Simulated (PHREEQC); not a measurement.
**Brackish or sea water (model solution)**

Model water analysis in mg/kgw, 20 °C, pH 6.25, pe 9.9:

```csv
constituent,mg/kgw
Na,6250
K,1030
Ca,1460
Mg,818
Cl,13600
S(6) as SO4,1780
Alkalinity as HCO3,310
Li,42.4
O(0) (dissolved oxygen),8.32
```

Cl is adjusted to close the charge balance.
Valence states are taken as typed.

All values are PHREEQC results (ion-association model, wateq4f.dat), not measurements.

The ionic strength is 0.501 mol/kgw and the activity of water is 0.987.

```
species  molality  activity   log γ
-------  --------  --------  ------
Cl-         0.402     0.260  -0.190
Na+         0.269     0.191  -0.148
Ca+2       0.0331   0.00871  -0.580
Mg+2       0.0300   0.00888  -0.529
K+         0.0260    0.0168  -0.190
SO4-2     0.00945   0.00196  -0.683
Li+       0.00606   0.00429  -0.150
HCO3-     0.00398   0.00276  -0.159
CO2       0.00338   0.00379   0.050
MgSO4     0.00319   0.00358   0.050
```

Precipitation was switched off in this run.
